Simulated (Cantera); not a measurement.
Dilute partial oxidation

An isothermal, constant-pressure homogeneous reactor starts with CH₄ : O₂ : N₂ = 0.0025 : 0.0055 : 1 (molar parts), equivalence ratio 0.91, at 1250 K and 750 Torr.

Detailed kinetics in Cantera: GRI-Mech 3.0 (53 species, 325 reactions).

| t (s) | x CH₄ | x O₂ | x H₂O₂ | x NO | x C₂H₄ |
|---|---|---|---|---|---|
| 2.00e-5 | 0.00248 | 0.00546 | <1e-12 | <1e-12 | <1e-12 |
| 5.97e-5 | 0.00248 | 0.00546 | <1e-12 | <1e-12 | <1e-12 |
| 0.000178 | 0.00248 | 0.00546 | <1e-12 | <1e-12 | <1e-12 |
| 0.000533 | 0.00248 | 0.00546 | 1.85e-12 | <1e-12 | <1e-12 |
| 0.00159 | 0.00248 | 0.00546 | 5.99e-12 | <1e-12 | <1e-12 |
| 0.00476 | 0.00248 | 0.00546 | 1.50e-11 | <1e-12 | 2.28e-12 |
| 0.0142 | 0.00248 | 0.00546 | 2.40e-11 | <1e-12 | 9.39e-11 |
| 0.0424 | 0.00248 | 0.00546 | 2.22e-11 | <1e-12 | 3.59e-9 |
| 0.127 | 0.00248 | 0.00545 | 3.58e-11 | <1e-12 | 5.64e-8 |
| 0.379 | 0.00245 | 0.00544 | 1.16e-10 | <1e-12 | 8.50e-7 |
| 1.13 | 0.00206 | 0.00520 | 6.16e-10 | 2.20e-12 | 5.35e-5 |
| 3.38 | <1e-12 | 0.000496 | 4.17e-11 | 6.33e-7 | <1e-12 |
| 10.1 | <1e-12 | 0.000496 | 8.77e-12 | 6.34e-7 | <1e-12 |
| 30.1 | <1e-12 | 0.000496 | 4.38e-12 | 6.34e-7 | <1e-12 |
| 90.0 | <1e-12 | 0.000496 | 4.07e-12 | 6.34e-7 | <1e-12 |
x: mole fraction; the columns are a selection and need not sum to one.

Equilibrium at this temperature and pressure: CH₄ <1e-12, O₂ 0.000488, H₂O₂ 4.04e-12, NO 1.53e-5, C₂H₄ <1e-12 (gas phase only).
